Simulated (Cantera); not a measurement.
An adiabatic, constant-volume homogeneous reactor starts with H2 : O2 : N2 : H2O = 1 : 0.263 : 2.32 : 0.24 (molar parts), equivalence ratio 1.9, at 1100 K and 0.420 bar.

Model: the H2/O2 subset of GRI-Mech 3.0, which has no nitrogen chemistry, integrated in Cantera.

Problem. Predict: time of steepest temperature rise; temperature at 1.00 s; equilibrium temperature; x(H2) at 1.00 s; x(O2) at 1.00 s; x(H2O) at 1.00 s; x(OH) at 1.00 s; x(H) at 1.00 s; x(H2O2) at 1.00 s.

Solution. 
```
Property                                                               Value
---------------------------------  -----------------------------------------
time of steepest temperature rise                                   0.378 ms
temperature at 1.00 s                                                 2285 K
equilibrium temperature                                               2285 K
x(H2) at 1.00 s                          0.132 (gas-phase equilibrium 0.132)
x(O2) at 1.00 s                      1.19e-5 (gas-phase equilibrium 1.19e-5)
x(H2O) at 1.00 s                         0.214 (gas-phase equilibrium 0.214)
x(OH) at 1.00 s                    0.000927 (gas-phase equilibrium 0.000927)
x(H) at 1.00 s                       0.00362 (gas-phase equilibrium 0.00362)
x(H2O2) at 1.00 s                    2.83e-9 (gas-phase equilibrium 2.83e-9)
```
